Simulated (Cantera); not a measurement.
## FeS + H2 + N2 (hydrogen reduction and annealing atmospheres)

Input: 1 mol FeS, a varied amount of H2, 0.39 mol N2, equilibrated at 1273.15 K and 0.158 Torr.

Method: chemical equilibrium by Gibbs-energy minimisation in Cantera with the NASA 1993 tables (ideal gas, pure condensed phases). Candidate condensed phases: Fe, FeS, FeS2, S; 16 gas species. Metal and sulfide melt together well below either melting point, which pure phases cannot show. Mutual solubility and eutectic melting of coexisting phases are not modelled. FeS: taken at fixed stoichiometry. Gases not in the tables: S3 to S7. Equilibrium is a limit: real reactors are often held back by kinetics, nucleation or transport.

```
n(H2) (mol)   x H2     x N2    x H2S      x S2  n Fe(γ)  n FeS(s)
-----------  -----  -------  -------  --------  -------  --------
6.4          0.936   0.0574  0.00583   0.00105   0.0552     0.945
10           0.955   0.0375  0.00595   0.00105   0.0857     0.914
17           0.970   0.0224  0.00605   0.00105    0.145     0.855
28           0.979   0.0137  0.00610   0.00105    0.239     0.761
46           0.984  0.00840  0.00614   0.00105    0.391     0.609
74           0.987  0.00524  0.00615   0.00105    0.629     0.371
120          0.989  0.00324  0.00607   0.00102    1.000         0
200          0.993  0.00195  0.00399  0.000438    1.000         0
330          0.996  0.00118  0.00258  0.000183    0.999         0
```
x: gas mole fraction; n: condensed amount in mol.

From 6.4 mol H2 to 74 mol H2 the condensed part is Fe(γ) + FeS(s). From 120 mol H2 to 330 mol H2 the condensed part is Fe(γ). The main Fe-bearing gas is Fe throughout.
